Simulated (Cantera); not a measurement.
Input: 1 mol CH₂F₂, 0.25 mol H₂, 0.089 mol HCl, held at 0.100 bar.

Cantera equilibrium calculation (NASA polynomials, part measured and part estimated; ideal gas, pure solids and liquids). Candidate condensed phases: C, C₆H₆, C₇H₈, C₈H₁₈; 118 gas species. The numbers say what is thermodynamically allowed, not how fast it happens. All values below are at 1275 °C.

Base state: HF 0.855, H₂ 0.107, HCl 0.0380, H 3.18e-5 (mole fractions); condensed: C(graphite).

### Question
What changes in the equilibrium state with this change: CH₂F₂ replaced by CH₃Cl?

### Answer
```tsv
species	before	after
H₂	0.107	0.534
HCl	0.0380	0.466
H	3.18e-5	7.12e-5
HF	0.855	0
CH₄	2.34e-6	5.86e-5
Cl	9.05e-6	4.95e-5
C(graphite), mol	1.000	1.000
```
